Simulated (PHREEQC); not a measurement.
Solution (25 °C): 62 mmol/kgw HF, 1.1 mmol/kgw (CH3)4NF and 21 mmol/kgw (NH4)2SiF6. Closed to the air; pH follows from the charge balance.

Model: ion-association model, wateq4f.dat, run in PHREEQC.

**Question.** The ionic strength comes out as 0.0708 mol/kgw. What activity coefficients do HF2-, F-, NH4+, SiF6-2, H+ get?

**Answer.** HF2- 0.79, F- 0.79, NH4+ 0.80, SiF6-2 0.42, H+ 0.84.

No solid was allowed to form. Complexes and solids missing from the database can't appear. (CH3)4N+ isn't in the database: it is added as a free cation with an ion size of 4 Å. wateq4f.dat counts part of the HF as a dimer, H2F2, which phreeqc.dat doesn't know; its constant is uncertain. SiF6-2 is the database's only silicon fluoride.
